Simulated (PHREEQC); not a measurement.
Make-up at 20 °C: 130 mmol/kgw CuSO4, 1.2 mmol/kgw H3BO3 and 16 mmol/kgw HF. Closed to the air; pH follows from the charge balance.

The numbers come from PHREEQC with the ion-association model, phreeqc.dat.

Precipitation was switched off in this run.

Question: Order these F species by the share of F that they hold, largest first: CuF+, HF, BF4-, BF3OH-, F-.

Answer: HF (39 %), BF4- (28 %), F- (23 %), CuF+ (7.5 %), BF3OH- (1.1 %)

Question: Order these B species by the share of B that they hold, largest first: BF4-, BF3OH-, H3BO3, BF2(OH)2-.

Answer: BF4- (93 %), BF3OH- (4.7 %), H3BO3 (1.1 %), BF2(OH)2- (0.80 %)

The pH is 2.72 and the ionic strength 0.265 mol/kgw. Species that the database lacks are ignored. Real BF4- forms and hydrolyses slowly; the run takes it at equilibrium.
